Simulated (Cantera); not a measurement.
What does this Cantera script print?

```python
import numpy as np
import cantera as ct

gas_names = """
    Br Br2 H HBr H2 Si SiBr SiBr2 SiBr3 SiBr4 SiH SiHBr3 SiH2 SiH2Br2 SiH3 SiH3Br SiH4 Si2 Si3
""".split()
cond_names = """
    Br2(cr) Br2(L) Si(cr) Si(L)
""".split()


def load(file, names, dense=False):
    # The tables refer to 1 bar. Condensed volumes are neglected.
    table = {s.name: s for s in ct.Species.list_from_file(file)}
    out = []
    for n in names:
        d = dict(table[n].input_data)
        d["thermo"] = dict(d["thermo"], **{"reference-pressure": 1e5})
        if dense:
            d["equation-of-state"] = {"model": "constant-volume", "density": "1e6 g/cm^3"}
        out.append(ct.Species.from_dict(d))
    return out


gas = ct.Solution(thermo="ideal-gas", species=load("nasa_gas.yaml", gas_names))
cond = {s.name: ct.Solution(thermo="fixed-stoichiometry", species=[s], name=s.name)
        for s in load("nasa_condensed.yaml", cond_names, dense=True)}
atoms = {
    'Si': {'Si': 1},
    'HBr': {'H': 1, 'Br': 1},
}
top_T = {}  # K; cautious upper limits of use, not melting points


def equilibrate(T, P, feed):
    n = {}
    for name, mol in feed.items():
        for a, k in atoms[name].items():
            n[a] = n.get(a, 0.0) + k * mol
    gas.TPX = T, P, n
    mass = sum(n.values()) * gas.mean_molecular_weight
    gas.equilibrate("TP")
    valid = [c for c in cond.values() if c.min_temp <= T <= top_T.get(c.name, c.max_temp)]
    mix = ct.Mixture([(gas, mass / gas.mean_molecular_weight)] + [(c, 0.0) for c in valid])
    mix.T, mix.P = T, P
    mix.equilibrate("TP", solver="vcs", rtol=1e-11, max_steps=5000)
    return mix


results = []
feed = {'Si': 1, 'HBr': 21}  # mol
T = 1200  # K
for P in [1, 4.2, 18, 75, 320, 1300, 5600, 24000, 100000]:
    mix = equilibrate(T, P, feed)
    results.append((T, P, feed, dict(zip(mix.species_names, mix.species_moles))))

top = {s: max(r[3][s] / sum(r[3][g] for g in gas_names) for r in results) for s in gas_names}
cols = sorted((s for s in top if top[s] > 0.0001), key=lambda s: -top[s])[:5]
seen = [c for c in cond_names if any(r[3].get(c, 0) > 1e-12 for r in results)]
print("log10 of partial pressures in bar; condensed amounts in mol")
print(f"{'P/Pa':>10s}" + "".join(f"{s[:9]:>10s}" for s in cols + seen))
for T, P, feed, n in results:
    ng = sum(n[g] for g in gas_names)
    print(f"{P:10.4g}" + "".join(f"{np.log10(max(n[s] / ng * P / 1e5, 1e-99)):10.3f}" for s in cols)
          + "".join(f"{n.get(c, 0):10.4g}" for c in seen))
```

It prints:

```
log10 of partial pressures in bar; condensed amounts in mol
      P/Pa       HBr        H2        Br     SiBr4     SiBr2
         1    -5.098    -6.065    -6.153    -7.396    -6.391
       4.2    -4.456    -5.464    -5.811    -6.214    -5.894
        18    -3.818    -4.795    -5.508    -5.263    -5.549
        75    -3.198    -4.141    -5.215    -4.503    -5.375
       320    -2.567    -3.497    -4.906    -3.821    -5.311
      1300    -1.958    -2.886    -4.602    -3.197    -5.294
      5600    -1.323    -2.251    -4.285    -2.557    -5.289
   2.4e+04    -0.691    -1.620    -3.969    -1.923    -5.288
     1e+05    -0.071    -1.000    -3.658    -1.303    -5.288
```

Method: chemical equilibrium by Gibbs-energy minimisation in Cantera with the NASA 1993 tables (ideal gas, pure condensed phases). The tables' values for SiBr3 are old estimates; treat these amounts as uncertain.
